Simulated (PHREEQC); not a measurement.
Solution (18 °C): 0.011 mol/kgw NaH2PO4 and 6.9e-05 mol/kgw NaF. Closed to the air; pH follows from the charge balance.

All values are PHREEQC results (ion-association model, wateq4f.dat), not measurements.

```json
[
 {"quantity": "pH", "before": "4.72", "after": "4.74"},
 {"quantity": "ionic strength (mol/kgw)", "before": "0.0111", "after": "0.0112"},
 {"quantity": "HF (mol/kgw)", "before": "1.51e-6", "after": "3.45e-6"},
 {"quantity": "NaF (mol/kgw)", "before": "3.44e-7", "after": "3.27e-7"}
]
```

Task: Which change was made?
(A) temperature from 18 to 45 °C
(B) temperature from 18 to 65 °C
(C) diluted 2-fold with water
(D) NaH2PO4 left out

Result: B, temperature from 18 to 65 °C

No solid was allowed to form. H3PO4, which wateq4f.dat lacks, is added to it with the constant of phreeqc.dat. Away from 25 °C the constants follow the database's enthalpies or fits; those with neither stay at their 25 °C values.
